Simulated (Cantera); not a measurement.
Charge: 1 mol Cr, a varied amount of H2O, 0.46 mol N2, held at 2100 K and 10.0 mbar.

Cantera equilibrium calculation (NASA polynomials, part measured and part estimated; ideal gas, pure solids and liquids). Candidate condensed phases: Cr, CrN, Cr2N, Cr2O3, H2O; 29 gas species. Mutual solubility and eutectic melting of coexisting phases are not modelled. Kinetics and transport are ignored.

x: gas mole fraction; n: condensed amount in mol.

| n(H2O) (mol) | x N2 | x H2 | x H2O | x Cr | x H | n Cr(s) | n Cr2O3(s) |
|---|---|---|---|---|---|---|---|
| 0.026 | 0.625 | 0.0318 | 0.000678 | 0.332 | 0.00556 | 0.737 | 0.00717 |
| 0.052 | 0.592 | 0.0617 | 0.00131 | 0.332 | 0.00774 | 0.707 | 0.0156 |
| 0.11 | 0.531 | 0.119 | 0.00253 | 0.332 | 0.0107 | ___ | 0.0344 |
| 0.21 | 0.450 | 0.195 | 0.00414 | 0.332 | 0.0137 | ___ | 0.0667 |
| 0.43 | 0.338 | 0.301 | 0.00641 | 0.332 | 0.0171 | ___ | 0.138 |
| 0.87 | 0.257 | 0.463 | 0.0122 | 0.241 | 0.0212 | 0 | 0.280 |
| 1.8 | 0.199 | 0.621 | 0.144 | 0.00928 | 0.0246 | 0 | 0.487 |
| 3.6 | 0.112 | 0.356 | 0.508 | 0.000605 | 0.0186 | 0 | 0.497 |

Complete the blanks.


- 0.11, n Cr(s): 0.639
- 0.21, n Cr(s): 0.522
- 0.43, n Cr(s): 0.265
